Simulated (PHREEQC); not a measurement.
Geothermal or formation water: an equilibrium model

A made-up water analysis in mg/L, 65 °C, pH 7.37, pe 9.6:

| constituent | mg/L |
|---|---|
| Na | 3060 |
| K | 240 |
| Ca | 278 |
| Mg | 102 |
| Cl | 4650 |
| S(6) as SO4 | 1410 |
| Alkalinity as HCO3 | 8.67 |
| Cd | 70.5 |

Valence states are taken as typed.

The numbers come from PHREEQC with the ion-association model, phreeqc.dat.

This is a speciation only: nothing precipitates in the calculation.

Estimate the ionic strength, specific conductance, density.

ionic strength 0.174 mol/kgw; specific conductance 31000 µS/cm; density 0.988 g/cm³.

In which forms is Mg present?

Mg+2 66 %, MgSO4 34 % of the Mg.

The solution is supersaturated, for example in Otavite, so a real one may precipitate; this is no full list. Away from 25 °C the constants follow the database's enthalpies or fits; those with neither stay at their 25 °C values.
